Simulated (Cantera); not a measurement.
An isothermal, constant-pressure homogeneous reactor starts with 0.0999 % H2, 99.9 % O2, at 1373 K and 0.0267 bar.

Detailed kinetics in Cantera: GRI-Mech 3.0 (53 species, 325 reactions). Radical loss at walls, strong at low pressure, is not modelled.

x: mole fraction; the columns are a selection and need not sum to one.

```tsv
t (s)	x H2	x O2	x H	x H2O2	x H2O	x HO2	x OH
2.00e-5	0.000999	0.999	2.88e-10	<1e-12	2.08e-12	6.38e-10	3.50e-10
4.85e-5	0.000999	0.999	3.44e-10	<1e-12	1.93e-11	1.55e-9	1.21e-9
0.000118	0.000999	0.999	3.73e-10	<1e-12	1.46e-10	3.75e-9	3.47e-9
0.000285	0.000999	0.999	4.40e-10	<1e-12	9.82e-10	9.08e-9	9.34e-9
0.000691	0.000999	0.999	6.33e-10	3.60e-12	___	2.20e-8	2.62e-8
0.00168	0.000999	0.999	1.37e-9	1.56e-11	___	5.29e-8	8.94e-8
0.00406	0.000998	0.999	7.01e-9	5.65e-11	___	1.26e-7	5.73e-7
0.00985	0.000958	0.999	2.85e-7	2.04e-10	___	2.52e-7	2.36e-5
0.0239	1.89e-5	0.998	4.18e-6	2.41e-9	0.000890	1.21e-7	0.000175
0.0579	4.03e-7	0.998	3.00e-6	1.37e-9	0.000934	9.04e-8	0.000126
0.140	3.73e-7	0.998	2.67e-6	1.31e-9	0.000937	8.65e-8	0.000121
0.340	3.13e-7	0.998	2.05e-6	1.18e-9	0.000942	7.83e-8	0.000111
0.825	2.17e-7	0.998	1.17e-6	9.34e-10	0.000952	6.32e-8	9.27e-5
2.00	1.10e-7	0.999	4.18e-7	5.75e-10	0.000966	4.21e-8	6.61e-5
```

Q: Some entries are withheld; supply them.

A: 
- 0.000691, x H2O: 6.54e-9
- 0.00168, x H2O: 4.87e-8
- 0.00406, x H2O: 5.57e-7
- 0.00985, x H2O: 2.92e-5
